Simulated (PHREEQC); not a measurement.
Consider water at 25 °C with 4.4 mmol/kgw Cu(NO3)2, 0.09 mmol/kgw HNO3 and 18 mmol/kgw NaCl. Closed to the air; pH follows from the charge balance.

The numbers come from PHREEQC with the ion-association model, phreeqc.dat.

Question: The ionic strength comes out as 0.0311 mol/kgw. What activity coefficients do H+, Na+, CuCl+, Cu+2, Cl- get?

Answer: H+ 0.87, Na+ 0.85, CuCl+ 0.85, Cu+2 0.54, Cl- 0.84.

No solid was allowed to form.
